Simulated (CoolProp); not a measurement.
Model: reference Helmholtz-energy equation of state, Lemmon 2005, in CoolProp. It is a short technical equation, of lower accuracy than the large ones.

Q: For isobutene, give the phase and the speed of sound (m/s), Joule-Thomson coefficient (K/MPa) at 181.85 °C and 120 kPa; 181.85 °C and 433 kPa; 181.85 °C and 10600 kPa.

A: 
- 181.85 °C and 120 kPa: gas; speed of sound 267, Joule-Thomson coefficient 6.73
- 181.85 °C and 433 kPa: gas; speed of sound 262, Joule-Thomson coefficient 6.90
- 181.85 °C and 10600 kPa: supercritical; speed of sound 328, Joule-Thomson coefficient 1.46
